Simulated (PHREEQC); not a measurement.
A column of 0.1 m (30 cells, dispersivity 0.0035 m, 60 s a shift, diffusion coefficient 3e-10 m²/s) holds 0.076 eq of the database's cation exchanger X per kg of pore water, first in equilibrium with 0.098 mol MgCl2, 0.011 mol MnCl2 and 1e-05 mol HCl per kg of water. It is flushed with 0.51 mmol/kgw ZnCl2, 3.8 mmol/kgw MnCl2, 64 mmol/kgw Na2SO4 and 0.01 mmol/kgw HCl, at 40 °C. Values are for the last cell. CO2 from the air is kept out. No solid was allowed to form.

The series has 31 steps of pore volumes, from 0 to 4.017.

Equilibrium calculation in PHREEQC: ion-association model, phreeqc.dat.

After how many pore volumes does Na at the outlet first reach half of its feed value?

By 1.4 pore volumes.

After how many pore volumes does S at the outlet first reach half of its feed value?

By 1.1 pore volumes.

At this temperature some constants are extrapolated from 25 °C, and those without enthalpy data are left unchanged.
